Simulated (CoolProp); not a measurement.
Oxygen along the isotherm 104.8 K: Z from the reference equation and from simpler models built on Tc = 154.6 K, pc = 50.46 bar, ω = 0.022; each cubic takes its own stable root.

Model: reference Helmholtz-energy equation of state, Schmidt 1985, in CoolProp.

```
p (bar)   phase  reference
-------  ------  ---------
1.8         gas     0.9624
3.6         gas     0.9213
5.41     liquid    0.01865
7.21     liquid    0.02484
9.01     liquid    0.03102
10.8     liquid    0.03716
12.6     liquid    0.04333
14.4     liquid    0.04950
16.2     liquid    0.05565
18       liquid    0.06181
19.8     liquid    0.06795
21.6     liquid    0.07409
23.4     liquid    0.08022
25.2     liquid    0.08634
```

Task: How far does each simpler model (van der Waals, Redlich-Kwong, Peng-Robinson) lie from the reference over these 14 states: mean and median of the absolute difference, and the worst?

Result: 
- van der Waals: mean 622.3 %, median 45.4 %, worst +4803.5 % at 104.8 K and 5.41 bar
- Redlich-Kwong: mean 7.1 %, median 0.1 %, worst -98.7 % at 104.8 K and 3.6 bar
- Peng-Robinson: mean 9.2 %, median 10.7 %, worst -10.8 % at 104.8 K and 25.2 bar

At some of these states van der Waals, Redlich-Kwong gives the other phase, because its saturation line lies elsewhere.
